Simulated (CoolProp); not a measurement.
o-xylene at several states: Z from the reference equation and from simpler models built on Tc = 357.1 °C, pc = 3737 kPa, ω = 0.312; each cubic takes its own stable root.

The numbers come from the reference Helmholtz-energy equation of state, Zhou 2012 in CoolProp.

```
T (°C)  p (kPa)   phase  reference  Redlich-Kwong  Soave-Redlich-Kwong  Peng-Robinson
------  -------  ------  ---------  -------------  -------------------  -------------
123.55    11200  liquid     0.4490         0.5183                  [?]         0.4470
227.95     28.9     gas     0.9936         0.9950               0.9945         0.9941
40.95      6500  liquid        [?]         0.3544               0.3461         0.3082
81.85       105  liquid        [?]            [?]             0.005165            [?]
179.25     1170  liquid        [?]            [?]                  [?]        0.04490
```

**Question.** Some entries are withheld; supply them.

**Answer.** 
- 123.55, Soave-Redlich-Kwong: 0.5028
- 40.95, reference: 0.3046
- 81.85, reference: 0.004566
- 81.85, Redlich-Kwong: 0.005345
- 81.85, Peng-Robinson: 0.004584
- 179.25, reference: 0.04486
- 179.25, Redlich-Kwong: 0.05344
- 179.25, Soave-Redlich-Kwong: 0.05082
